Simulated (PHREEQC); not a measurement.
0.2 mol of Gypsum (CaSO4:2H2O) is brought to equilibrium with 1 kg of water holding 8.3 mmol/kgw KCl, at 25 °C under several pressures of CO2. O2 is buffered at 0.21 atm. Only these solids could form: Gypsum, Calcite, Sylvite.

Computed with PHREEQC (ion-association model, phreeqc.dat).

| log pCO2 (atm) | pH | dissolved Ca (mol/kgw) | dissolved S (mol/kgw) |
|---|---|---|---|
| -5 | 6.47 | 0.0159 | 0.0159 |
| -4.5 | 6.23 | 0.0159 | 0.0159 |
| -4 | 5.98 | 0.0159 | 0.0159 |
| -3 | 5.48 | 0.0159 | 0.0159 |
| -2.5 | 5.23 | 0.0159 | 0.0159 |
| -2 | 4.98 | 0.0159 | 0.0159 |
| -1 | 4.48 | 0.0159 | 0.0159 |
| -0.5 | 4.23 | 0.0159 | 0.0159 |
| 0 | 3.98 | 0.0160 | 0.0160 |
